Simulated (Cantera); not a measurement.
Charge: 1 mol Si, 1.5 mol H₂, at 1175 K and 0.460 bar.

Equilibrium computed with Cantera from the NASA thermochemical tables; the gas is ideal and each condensed phase is pure. Candidate condensed phases: Si; 9 gas species. The numbers say what is thermodynamically allowed, not how fast it happens.

Base state: H₂ 1.00 (mole fractions); condensed: Si(s).

Problem. What changes in the equilibrium state with this change: 1.3 mol HCl added?

Solution. 
| species | before | after |
|---|---|---|
| H₂ | 1.00 | 0.821 |
| SiCl₄ | 0 | 0.0834 |
| HCl | 0 | 0.0448 |
| SiHCl₃ | 0 | 0.0361 |
| SiCl₃ | 0 | 0.00689 |
| SiCl₂ | 0 | 0.00557 |
| Si(s), mol | 1.00 | 0.667 |
The tables' values for SiCl₃ are old estimates; treat these amounts as uncertain.
